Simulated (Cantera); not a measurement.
Cantera run, input and output.

```python
import numpy as np
import cantera as ct

gas = ct.Solution("gri30.yaml")


def delay(T, t_max=10):
    gas.TPX = T, 660000, {'CO': 1, 'H2': 0.048, 'O2': 0.374, 'N2': 1.41}
    reactor = ct.IdealGasReactor(gas, clone=False)
    net = ct.ReactorNet([reactor])
    net.rtol, net.atol = 1e-8, 1e-16
    while net.time < t_max:
        t_old, T_old = net.time, reactor.T
        net.step()
        if reactor.T > T + 400:  # ignition: a rise of 400 K
            return t_old + (T + 400 - T_old) / (reactor.T - T_old) * (net.time - t_old)
    return np.nan


taus = []
for T in [1125, 1200, 1275, 1350, 1425, 1500, 1575, 1650, 1725, 1800]:
    taus.append(delay(T))
    print(f"T0 = {T:6g} K   tau = {taus[-1]:.4e} s")
```

Output:

```
T0 =   1125 K   tau = 1.5320e-04 s
T0 =   1200 K   tau = 4.3355e-05 s
T0 =   1275 K   tau = 2.0691e-05 s
T0 =   1350 K   tau = 1.3033e-05 s
T0 =   1425 K   tau = 9.4936e-06 s
T0 =   1500 K   tau = 7.5413e-06 s
T0 =   1575 K   tau = 6.3427e-06 s
T0 =   1650 K   tau = 5.5562e-06 s
T0 =   1725 K   tau = 5.0199e-06 s
T0 =   1800 K   tau = 4.6488e-06 s
```

Computed with Cantera and GRI-Mech 3.0 (53 species, 325 reactions). The hydrogen kinetics of GRI-Mech 3.0 are dated; newer H2 mechanisms differ, most at raised pressure. Where the delays flatten at high temperature, the 400 K rule measures the pace of heat release, not the induction time.
